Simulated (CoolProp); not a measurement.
Model: reference Helmholtz-energy equation of state, McLinden 2015, in CoolProp.

Question: Give the vapour pressure (MPa), liquid density (kg/m³), enthalpy of vaporisation (kJ/kg), liquid cp (kJ/(kg K)) of saturated the fluoroketone C6F12O (FK-5-1-12) at 212.6, 258.2 K.

Answer: 
```json
[
 {"T (K)": "212.6", "p (MPa)": "0.000154", "liquid density (kg/m³)": "1840", "enthalpy of vaporisation (kJ/kg)": "118", "liquid cp (kJ/(kg K))": "1.11"},
 {"T (K)": "258.2", "p (MPa)": "0.00536", "liquid density (kg/m³)": "1720", "enthalpy of vaporisation (kJ/kg)": "106", "liquid cp (kJ/(kg K))": "1.09"}
]
```
